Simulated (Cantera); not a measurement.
A perfectly stirred reactor is fed with 12.0 % CH₄, 18.5 % O₂, 69.5 % N₂, at 1130 Torr; it is adiabatic with a 750 K inlet, and is followed from long to short residence time, starting on the burning branch (τ in s: 0.36, 0.17, 0.076, 0.035, 0.016, 0.0074, 0.0034, 0.0016, 0.00073, 0.00033, 0.00015, 7.1e-05).

Model: GRI-Mech 3.0 (53 species, 325 reactions), integrated in Cantera.

x: mole fraction; the columns are a selection and need not sum to one.

```tsv
τ (s)	T (K)	x CH₄	x O₂	x H₂O₂	x OH	x NO	x O	x C₂H
0.36	2368	1.78e-6	0.000145	1.45e-8	0.00189	0.000435	7.43e-5	4.61e-12
0.17	2367	3.49e-6	0.000164	1.56e-8	0.00196	0.000457	8.04e-5	1.65e-11
0.076	2364	___	___	___	0.00211	0.000489	___	6.14e-11
0.035	2359	1.19e-5	0.000272	2.17e-8	0.00234	0.000525	0.000117	1.96e-10
0.016	2351	___	___	___	___	0.000557	___	5.60e-10
0.0074	2340	3.13e-5	0.000606	3.74e-8	0.00321	0.000574	0.000228	1.43e-9
0.0034	2324	4.96e-5	0.000943	5.03e-8	0.00382	0.000572	0.000337	3.46e-9
0.0016	2304	8.00e-5	0.00145	6.61e-8	0.00449	0.000548	0.000486	8.13e-9
0.00073	2280	0.000139	0.00226	8.64e-8	0.00516	0.000499	0.000683	2.05e-8
0.00033	2250	0.000260	0.00355	1.13e-7	0.00567	0.000427	0.000896	5.62e-8
0.00015	2215	0.000537	0.00583	1.53e-7	0.00581	0.000335	0.00106	1.68e-7
7.1e-5	2163	0.00125	0.0105	2.43e-7	0.00525	0.000217	0.00107	5.04e-7
```

Q: Some entries are withheld; supply them.

A: 
- 0.076, x CH₄: 6.78e-6
- 0.076, x O₂: 0.000202
- 0.076, x H₂O₂: 1.78e-8
- 0.076, x O: 9.33e-5
- 0.016, x CH₄: 1.97e-5
- 0.016, x O₂: 0.000398
- 0.016, x H₂O₂: 2.81e-8
- 0.016, x OH: 0.00271
- 0.016, x O: 0.000159
